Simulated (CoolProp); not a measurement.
Vapour pressure (kPa) of CHF3 (R23): the reference equation beside estimates from Tc = 26.1 °C, pc = 4832 kPa, ω = 0.263.

Values from CoolProp's reference Helmholtz-energy equation of state, Penoncello 2003.

```tsv
T (°C)	reference	van der Waals	Redlich-Kwong	Peng-Robinson
-124.45	3.764	128.6	9.988	3.813
-112.65	11.55	212.6	27.38	11.59
-100.95	29.45	328.1	62.80	29.40
-89.15	65.85	482.4	127.2	65.59
-77.35	131.7	679.6	232.3	131.1
-65.55	241.0	924.3	391.0	240.0
-53.75	409.8	1221	616.4	408.7
-41.95	656.8	1572	921.5	656.4
-30.15	1002	1983	1319	1004
-18.35	1469	2455	1820	1475
```

Absolute difference from the reference over all 10 rows, mean and median: van der Waals 790.6 and 349.8 %, Redlich-Kwong 79.4 and 69.3 %, Peng-Robinson 0.4 and 0.4 %.
